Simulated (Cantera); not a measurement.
**Equilibrium for boron, boron nitride and boron oxide: B2O3 + H2O + N2**

Charge: 1 mol B2O3, 0.27 mol H2O, 0.4 mol N2, held at 1200 Pa.

These are equilibrium values from Cantera (NASA tables, ideal gas, pure condensed phases), not measurements of a reactor. Candidate condensed phases: B, BN, B2O3, B3O3H3, H2O; 39 gas species. Gases not in the tables: H3BO3. Equilibrium is a limit: real reactors are often held back by kinetics, nucleation or transport.

From 1623 K to 1823 K the condensed part is B2O3(l). From 1923 K to 2223 K nothing is condensed.

```tsv
T (K)	log p N2	log p B2O3	log p HBO2	log p H2O	log p BO2	log p BO	log p H2	n B2O3(l)
1623	-2.22	-3.66	-2.49	-2.61	-5.46	-8.13	-4.96	0.878
1723	-2.29	-2.95	-2.34	-2.93	-4.86	-7.00	-4.80	0.735
1823	-2.49	-2.33	-2.42	-3.62	-4.48	-5.85	-4.76	0.172
1923	-2.54	-2.27	-2.47	-3.71	-4.20	-5.24	-4.54	0
2023	-2.54	-2.27	-2.48	-3.66	-3.94	-4.77	-4.32	0
2123	-2.55	-2.27	-2.50	-3.63	-3.70	-4.35	-4.14	0
2223	-2.55	-2.28	-2.52	-3.61	-3.49	-3.97	-3.98	0
```
log p: log10 of the partial pressure in bar; n: condensed amount in mol.
